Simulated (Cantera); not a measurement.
Silicon oxide and oxynitride deposition: TEOS + O2 + H2 + O3

A closed system holds: 1 mol TEOS, 3.1 mol O2, 56 mol H2, 0.23 mol O3, at 1750 K and 2.40 mbar.

These are equilibrium values from Cantera (NASA tables, ideal gas, pure condensed phases), not measurements of a reactor. Candidate condensed phases: C, C6H6, C7H8, C8H18, H2O, Si, SiC, SiO2; 123 gas species. The feed counts by its element totals alone. The tables hold silica as quartz up to 1696 K and as liquid above; real silica turns to tridymite and cristobalite and melts near 1996 K. Rates play no part.

```yaml
x(H2): 0.854
x(CO): 0.106
x(H2O): 0.0233
x(SiO): 0.0123
x(H): 0.00439
x(CO2): 0.000798
x(OH): 7.02e-6
n(SiO2(condensed)): 0.0798 mol
gas_amount: 75.09 mol
log10 activity of C(graphite) (absent): -5.47
log10 activity of Si(l) (absent): -5.80
```
